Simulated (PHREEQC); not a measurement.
A solution holds 11 mmol/kgw CuSO4, 0.63 mmol/kgw HBF4 and 180 mmol/kgw FeCl3, at 20 °C. Closed to the air; pH follows from the charge balance.

The numbers come from PHREEQC with the ion-association model, phreeqc.dat.

**Question.** The ionic strength comes out as 0.619 mol/kgw. What activity coefficients do Fe3(OH)4+5, FeSO4+, HSO4-, Fe+3, Fe(SO4)2- get?

**Answer.** Fe3(OH)4+5 0.00060, FeSO4+ 0.67, HSO4- 0.74, Fe+3 0.083, Fe(SO4)2- 0.74.

This is a speciation only: nothing precipitates in the calculation. Saturation is exceeded, for instance for Hematite (slow to form), Goethite (slow to form); the values hold only as long as no solid forms. Real BF4- forms and hydrolyses slowly; the run takes it at equilibrium. Fluoro complexes past AlF4- and FeF3 are missing from the database.
